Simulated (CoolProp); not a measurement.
Normal hydrogen along the isotherm 29.9 K: Z from the reference equation and from simpler models built on Tc = 33.1 K, pc = 1.296 MPa, ω = -0.219; each cubic takes its own stable root.

The numbers come from the reference Helmholtz-energy equation of state, Leachman 2009 in CoolProp.

| p (MPa) | phase | reference |
|---|---|---|
| 0.27 | gas | 0.9047 |
| 0.54 | gas | 0.7877 |
| 0.81 | liquid | 0.1195 |
| 1.08 | liquid | 0.1546 |
| 1.35 | liquid | 0.1889 |
| 1.62 | liquid | 0.2225 |
| 1.89 | liquid | 0.2555 |
| 2.16 | liquid | 0.2879 |
| 2.43 | liquid | 0.3199 |
| 2.7 | liquid | 0.3515 |
| 2.97 | liquid | 0.3827 |
| 3.24 | liquid | 0.4135 |

**Question.** How far does each simpler model (van der Waals, Redlich-Kwong, Peng-Robinson) lie from the reference over these 12 states: mean and median of the absolute difference, and the worst?

**Answer.** 
- van der Waals: mean 58.1 %, median 26.1 %, worst +452.6 % at 29.9 K and 0.81 MPa
- Redlich-Kwong: mean 3.9 %, median 4.2 %, worst -5.2 % at 29.9 K and 3.24 MPa
- Peng-Robinson: mean 41.7 %, median 11.1 %, worst +398.6 % at 29.9 K and 0.81 MPa

At some of these states van der Waals, Peng-Robinson gives the other phase, because its saturation line lies elsewhere.
